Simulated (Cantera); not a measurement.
A perfectly stirred reactor is fed with N₂O = 1 (molar parts), at 10.00 Torr; it is held at 1400 K, and followed from long to short residence time.

Cantera simulation using GRI-Mech 3.0 (53 species, 325 reactions); the numbers are that mechanism's predictions, not measurements. GRI-Mech 3.0 was tuned for natural gas; its chemistry of N2O as a main component is partial and can be far from experiment. Radical loss at walls, strong at low pressure, is not modelled. The temperature is held fixed by assumption; the heat of reaction is taken as removed at once.

x: mole fraction; the columns are a selection and need not sum to one.

```
τ (s)   x N₂O     x NO₂      x O₂      x N₂      x NO      x O
------  -----  --------  --------  --------  --------  -------
1.3     0.710       ___    0.0777     0.174    0.0381  2.56e-5
0.60    0.841       ___    0.0425    0.0954    0.0209  2.56e-5
0.27    0.922       ___    0.0209    0.0471    0.0103  2.56e-5
0.12    0.964       ___   0.00972    0.0219   0.00477  2.55e-5
0.056   0.983       ___   0.00462    0.0104   0.00227  2.55e-5
0.025   0.992       ___   0.00207   0.00467   0.00102  2.53e-5
0.011   0.997       ___  0.000904   0.00205  0.000444  2.50e-5
0.0052  0.998       ___  0.000418  0.000963  0.000205  2.44e-5
0.0023  0.999  2.27e-10  0.000175  0.000416   8.59e-5  2.31e-5
```

Question: Complete the blanks.

Answer: 
- 1.3, x NO₂: 5.34e-6
- 0.60, x NO₂: 2.36e-6
- 0.27, x NO₂: 9.16e-7
- 0.12, x NO₂: 3.12e-7
- 0.056, x NO₂: 9.90e-8
- 0.025, x NO₂: 2.53e-8
- 0.011, x NO₂: 5.50e-9
- 0.0052, x NO₂: 1.25e-9
